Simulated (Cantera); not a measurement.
**Equilibrium for carbon deposition, reforming and gasification: C3H8 + CO2 + N2**

A closed system holds: 1 mol C3H8, a varied amount of CO2, 3.7 mol N2, held at 1.33 mbar.

Cantera equilibrium calculation (NASA polynomials, part measured and part estimated; ideal gas, pure solids and liquids). Candidate condensed phases: C, C6H6, C7H8, C8H18, H2O; 136 gas species. Rates play no part.

Stable condensed phases:

```
T in °C \ n(CO2) in mol
         0.41  0.5  0.6 0.73 0.88  1.1  1.3  1.6  1.9  2.3  2.8
   2650     A    A    A    A    A    A    A    A    A    A    A
   2550     B    B    B    B    B    A    A    A    A    A    A
   2450     B    B    B    B    B    B    B    B    B    A    A
   2350     B    B    B    B    B    B    B    B    B    B    A
   2250     B    B    B    B    B    B    B    B    B    B    A
   2150     B    B    B    B    B    B    B    B    B    B    A
   2050     B    B    B    B    B    B    B    B    B    B    B
   1950     B    B    B    B    B    B    B    B    B    B    B
   1850     B    B    B    B    B    B    B    B    B    B    B
   1750     B    B    B    B    B    B    B    B    B    B    B
```

A: gas only; B: C.
